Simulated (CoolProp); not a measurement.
Vapour-liquid equilibrium of carbon dioxide (1) + propane (2) at 280 K; x and y are mole fractions of (1).

Values from CoolProp's multi-fluid Helmholtz-energy mixture model, Span 1996 and Lemmon 2009; pair parameters Kunz 2012.

```csv
x,"bubble pressure, mixture model (bar)","bubble pressure, Raoult's law (bar)","y, mixture model","y, Raoult's law"
0.05,8.455,7.606,0.307,0.274
0.15,13.81,11.19,0.579,0.558
0.25,___,14.76,0.696,0.705
0.35,___,18.34,0.759,0.794
0.45,26.64,21.92,0.798,0.854
0.55,___,25.50,0.828,0.897
0.65,___,29.08,0.855,0.930
0.75,34.90,32.66,___,0.955
0.85,37.59,36.24,0.921,0.976
0.95,40.31,39.82,0.969,0.993
```

Problem. Some entries are withheld; supply them.

Solution. 
- 0.25, bubble pressure, mixture model (bar): 18.80
- 0.35, bubble pressure, mixture model (bar): 23.09
- 0.55, bubble pressure, mixture model (bar): 29.61
- 0.65, bubble pressure, mixture model (bar): 32.29
- 0.75, y, mixture model: 0.885

The largest gap from Raoult's law is +27.4 % in bubble pressure, at x = 0.25. No azeotrope shows between x = 0.05 and 0.95.

Pair parameters are fitted to limited data, so mixtures are less certain than the pure fluids.
